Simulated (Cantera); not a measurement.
Input: 1 mol Si2Cl6, 0.2 mol Cl2, 21 mol H2, at 1330 Pa.

Equilibrium computed with Cantera from the NASA thermochemical tables; the gas is ideal and each condensed phase is pure. Candidate condensed phases: Si; 19 gas species. The feed counts by its element totals alone. Kinetics and transport are ignored.

Over these rows the condensed part is Si(s). Partial pressures as log10 of bar:

```tsv
T (K)	1000/T (1/K)	log p SiHCl3	log p H2	log p HCl	log p SiCl2	log p SiCl4
1000	1.0000	-3.81	-1.92	-3.42	-4.68	-3.16
1100	0.9091	-3.91	-1.93	-3.11	-3.99	-3.26
1200	0.8333	-4.12	-1.95	-2.91	-3.50	-3.52
1300	0.7692	-4.50	-1.96	-2.80	-3.22	-4.00
1400	0.7143	-5.01	-1.97	-2.77	-3.11	-4.67
1500	0.6667	?	-1.97	-2.77	-3.07	-5.35
```

Q: Fit log p(SiHCl3) = a + b·(1000/T) to the five rows, give the apparent enthalpy, and predict the row at 1500 K.

A: Means: 1000/T = 0.8452, log p = -4.270. Sxy = 0.206773, Sxx = 0.0510987, so b = 4.05 and a = -4.270 − (4.05)×0.8452 = -7.69.
Apparent enthalpy: −19.145 × (4.05) = -78 kJ/mol. With the condensed phases at unit activity, Si(s) + 3 HCl(g) = SiHCl3(g) + H2(g) links this pressure to the main gases: over the six rows their terms move log p by +2.00 in all, so the slope isn't that reaction's ΔH° alone. The five rows lie within 0.21 of the line; that is curvature, so one enthalpy describes this range poorly.
Prediction at 1500 K: -7.69 + (4.05)×0.6667 = -4.99. The computed value is -5.53, 0.54 from the line.
